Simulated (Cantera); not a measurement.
## Ignition delay

Mixture: 14.6 % CH4, 14.6 % O2, 54.8 % N2, 16.0 % H2O, equivalence ratio 2.0, at 1000000 Pa, adiabatic and at constant volume. Ignition delay is the time to a rise of 400 K.

Model: GRI-Mech 3.0 (53 species, 325 reactions), integrated in Cantera.

| T0 (K) | delay (ms) |
|---|---|
| 1173 | 9.76 |
| 1248 | 4.20 |
| 1323 | 1.92 |
| 1398 | 0.908 |
| 1473 | 0.435 |
| 1548 | 0.210 |

The apparent activation energy between 1398 and 1548 K is 180 kJ/mol.
